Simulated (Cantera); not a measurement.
Input (Python, Cantera):

```python
import numpy as np
import cantera as ct

gas = ct.Solution("SiF4_NH3_mec.yaml", "gas")
gas.TPX = 1598, 71000, {'NH3': 1, 'N2': 0.17}
inlet = ct.Reservoir(gas, clone=True)

reactor = ct.IdealGasConstPressureReactor(gas, energy="off", clone=False)
exhaust = ct.Reservoir(gas, clone=True)
tau = [2.4, 0.68, 0.19, 0.052, 0.014, 0.004, 0.0011, 0.0003][0]
for a, b in ((inlet, reactor), (reactor, exhaust)):
    ct.MassFlowController(a, b, mdot=lambda t: reactor.mass / tau)
net = ct.ReactorNet([reactor])
show = ['NH3', 'H', 'N2H4', 'N2H2', 'NH']

rows = []
print(f"{'tau/s':>10s}{'T/K':>9s}" + "".join(f"{s:>11s}" for s in show))
for tau in [2.4, 0.68, 0.19, 0.052, 0.014, 0.004, 0.0011, 0.0003]:
    net.initial_time = 0.0
    net.advance(30 * tau)
    before = gas.X
    net.advance(40 * tau)
    drift = np.max(np.abs(gas.X - before) / (gas.X + 1e-9))
    rows.append([gas.T, *gas[show].X, drift])
    print(f"{tau:10.3e}{gas.T:9.1f}" + "".join(f"{x:11.3e}" for x in gas[show].X))
```

Result:

```
     tau/s      T/K        NH3          H       N2H4       N2H2         NH
 2.400e+00   1598.0  6.485e-01  8.447e-06  1.241e-07  4.021e-07  2.743e-07
 6.800e-01   1598.0  7.790e-01  2.995e-06  1.664e-07  5.789e-07  2.748e-07
 1.900e-01   1598.0  8.316e-01  9.163e-07  1.880e-07  6.590e-07  2.433e-07
 5.200e-02   1598.0  8.483e-01  2.620e-07  1.941e-07  6.713e-07  2.121e-07
 1.400e-02   1598.0  8.530e-01  7.398e-08  1.818e-07  6.234e-07  1.876e-07
 4.000e-03   1598.0  8.543e-01  2.329e-08  1.363e-07  4.631e-07  1.460e-07
 1.100e-03   1598.0  8.546e-01  8.101e-09  4.699e-08  1.544e-07  5.960e-08
 3.000e-04   1598.0  8.547e-01  5.126e-09  4.822e-09  1.452e-08  7.307e-09
```

Model: the gas-phase N/H chemistry of the illustrative SiF4/NH3 mechanism in the Surface Chemkin manual (1991), integrated in Cantera. Walls and surfaces, which speed up NH3 decomposition in real reactors, are not modelled.
